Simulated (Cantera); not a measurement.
Input: 1 mol HBr, 0.026 mol O₂, 28 mol N₂, equilibrated at 2525 °C and 101000 Pa.

These are equilibrium values from Cantera (NASA tables, ideal gas, pure condensed phases), not measurements of a reactor. Candidate condensed phases: Br₂, H₂O; 27 gas species. Equilibrium is a limit: real reactors are often held back by kinetics, nucleation or transport.

Base state: N₂ 0.947, Br 0.0290, H₂ 0.00935, H 0.00780, HBr 0.00483, H₂O 0.00112, OH 0.000262, NO 0.000226 (mole fractions); condensed: gas only.

What changes in the equilibrium state with this change: temperature from 2525 °C to 2000 °C?


```json
[
 {"species": "N₂", "before": "0.947", "after": "0.956"},
 {"species": "Br", "before": "0.0290", "after": "0.0197"},
 {"species": "HBr", "before": "0.00483", "after": "0.0144"},
 {"species": "O", "before": "0.000138", "after": "1.66e-6"},
 {"species": "NO", "before": "0.000226", "after": "1.40e-5"},
 {"species": "H", "before": "0.00780", "after": "0.000736"},
 {"species": "OH", "before": "0.000262", "after": "2.55e-5"}
]
```
